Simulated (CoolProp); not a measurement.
Isopentane at several states: fugacity coefficient from the reference equation and from simpler models built on Tc = 460.3 K, pc = 3.378 MPa, ω = 0.227; each cubic takes its own stable root.

Computed with CoolProp (reference Helmholtz-energy equation of state, Lemmon 2006). It is a short technical equation, of lower accuracy than the large ones.

```tsv
T (K)	p (MPa)	phase	reference
124	18.2	liquid	7.262e-10
361.9	0.682	liquid	0.7247
486.7	0.0224	gas	0.9981
236.2	0.061	liquid	0.08490
225.4	0.0159	liquid	0.1628
290.7	0.0425	gas	0.9801
```

Problem. How far does each simpler model (Redlich-Kwong, Soave-Redlich-Kwong, Peng-Robinson) lie from the reference over these 6 states: mean and median of the absolute difference, and the worst?

Solution. 
- Redlich-Kwong: mean 57.7 %, median 59.4 %, worst +118.6 % at 225.4 K and 0.0159 MPa
- Soave-Redlich-Kwong: mean 7.9 %, median 2.2 %, worst +39.2 % at 124 K and 18.2 MPa
- Peng-Robinson: mean 17.4 %, median 2.0 %, worst +95.4 % at 124 K and 18.2 MPa

At some of these states Redlich-Kwong gives the other phase, because its saturation line lies elsewhere.
